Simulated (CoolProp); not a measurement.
R236EA at 293.15 K and 4.48 MPa is throttled through a valve to 2.59 MPa with no heat exchange. Each further row changes one setting.

Computed with CoolProp (reference Helmholtz-energy equation of state, Rui 2013).

```tsv
case	temperature change (K)	final density (kg/m³)
as stated	?	1450
outlet pressure 0.777 MPa	?	?
outlet pressure 3.37 MPa	?	1450
```

### Question
Complete the blanks.

### Answer

- as stated, temperature change (K): +0.4
- outlet pressure 0.777 MPa, temperature change (K): +0.8
- outlet pressure 0.777 MPa, final density (kg/m³): 1440
- outlet pressure 3.37 MPa, temperature change (K): +0.2
